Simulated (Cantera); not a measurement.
A Cantera script and its output.

```python
import numpy as np
import cantera as ct

gas = ct.Solution("gri30.yaml")
gas.TPX = 1775, 77000, {'NO': 1, 'N2': 0.8}
reactor = ct.IdealGasConstPressureReactor(gas, energy="off", clone=False)
net = ct.ReactorNet([reactor])
net.rtol, net.atol = 1e-08, 1e-18
show = ['NO', 'O', 'NO2', 'O2', 'N2O', 'N2']
times = np.geomspace(8e-05, 3, 13)

steps = ct.SolutionArray(gas, extra=["t"])
rows = []
print(f"{'t/s':>10s}{'T/K':>9s}{'P/Pa':>11s}" + "".join(f"{s:>11s}" for s in show))
for t in times:
    while net.time < t:
        t_next = net.step()
        steps.append(gas.state, t=t_next)
    rows.append([np.interp(t, steps.t, y) for y in (steps.T, steps.P, *steps(*show).X.T)])
    print(f"{t:10.3e}{rows[-1][0]:9.1f}{rows[-1][1]:11.4g}" + "".join(f"{x:11.3e}" for x in rows[-1][2:]))
rate = np.gradient(steps.T, steps.t)
print("integrator steps:", len(steps.t))
if steps.T.max() > steps.T[0] + 200:
    print(f"time of steepest temperature rise: {steps.t[rate.argmax()]:.4e} s")
gas.TPX = 1775, 77000, {'NO': 1, 'N2': 0.8}
gas.equilibrate("TP")
print(f"equilibrium (TP): T = {gas.T:.1f} K  " + "  ".join(f"{s} {gas[s].X[0]:.3e}" for s in show))
```

Output:

```
       t/s      T/K       P/Pa         NO          O        NO2         O2        N2O         N2
 8.000e-05   1775.0    7.7e+04  5.555e-01  1.088e-06  2.462e-06  1.348e-08  3.458e-06  4.444e-01
 1.924e-04   1775.0    7.7e+04  5.555e-01  1.342e-06  7.327e-06  5.479e-08  8.160e-06  4.444e-01
 4.628e-04   1775.0    7.7e+04  5.555e-01  1.892e-06  1.961e-05  2.709e-07  1.876e-05  4.445e-01
 1.113e-03   1775.0    7.7e+04  5.554e-01  3.222e-06  5.077e-05  1.925e-06  4.055e-05  4.445e-01
 2.678e-03   1775.0    7.7e+04  5.553e-01  5.946e-06  1.199e-04  1.773e-05  7.666e-05  4.445e-01
 6.441e-03   1775.0    7.7e+04  5.549e-01  8.747e-06  1.963e-04  1.295e-04  1.130e-04  4.447e-01
 1.549e-02   1775.0    7.7e+04  5.540e-01  9.615e-06  2.190e-04  5.204e-04  1.254e-04  4.451e-01
 3.726e-02   1775.0    7.7e+04  5.521e-01  1.024e-05  2.342e-04  1.493e-03  1.250e-04  4.461e-01
 8.963e-02   1775.0    7.7e+04  5.474e-01  1.154e-05  2.654e-04  3.817e-03  1.226e-04  4.484e-01
 2.156e-01   1775.0    7.7e+04  5.363e-01  1.414e-05  3.248e-04  9.298e-03  1.172e-04  4.539e-01
 5.185e-01   1775.0    7.7e+04  5.111e-01  1.872e-05  4.187e-04  2.182e-02  1.057e-04  4.665e-01
 1.247e+00   1775.0    7.7e+04  4.578e-01  2.581e-05  5.268e-04  4.837e-02  8.387e-05  4.932e-01
 3.000e+00   1775.0    7.7e+04  3.618e-01  3.509e-05  5.741e-04  9.633e-02  5.168e-05  5.412e-01
integrator steps: 736
equilibrium (TP): T = 1775.0 K  NO 4.194e-03  O 5.762e-05  NO2 1.113e-05  O2 2.756e-01  N2O 2.030e-07  N2 7.201e-01
```

Detailed kinetics in Cantera: GRI-Mech 3.0 (53 species, 325 reactions).
